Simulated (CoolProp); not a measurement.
Model: reference Helmholtz-energy equation of state, Lemmon 2006, in CoolProp. It is a short technical equation, of lower accuracy than the large ones.

Task: For C2F6 (R116), give the phase and the Prandtl number at 407.3 K and 0.354 MPa.

Result: 
- 407.3 K and 0.354 MPa: gas; Prandtl number 0.753

Viscosity comes from a separate model (Huber 2003), an estimate that may be off by 10 % or more. Thermal conductivity comes from a separate model (Huber 2003), an estimate that may be off by 10 % or more.
